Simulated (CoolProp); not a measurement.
Properties of decamethylcyclopentasiloxane (D5) along the isobar 444 kPa.

Computed with CoolProp (reference Helmholtz-energy equation of state, Thol 2019).

```
T (K)   phase        Z  cp (kJ/(kg K))  Joule-Thomson coefficient (K/MPa)
-----  ------  -------  --------------  ---------------------------------
264.5  liquid  0.07558           1.690                            -0.4236
281.2  liquid  0.07241           1.699                            -0.4171
298    liquid  0.06962           1.711                            -0.4083
314.7  liquid  0.06717           1.728                            -0.3975
331.4  liquid  0.06502           1.747                                  …
348.1  liquid  0.06311           1.769                            -0.3696
364.9  liquid  0.06143               …                            -0.3521
381.6  liquid        …           1.818                            -0.3321
398.3  liquid  0.05868           1.845                            -0.3089
415.1  liquid  0.05758           1.873                            -0.2818
431.8  liquid  0.05665           1.901                            -0.2500
448.5  liquid        …           1.930                            -0.2118
```

Question: Complete the blanks.

Answer: 
- 331.4, Joule-Thomson coefficient (K/MPa): -0.3846
- 364.9, cp (kJ/(kg K)): 1.793
- 381.6, Z: 0.05996
- 448.5, Z: 0.05589
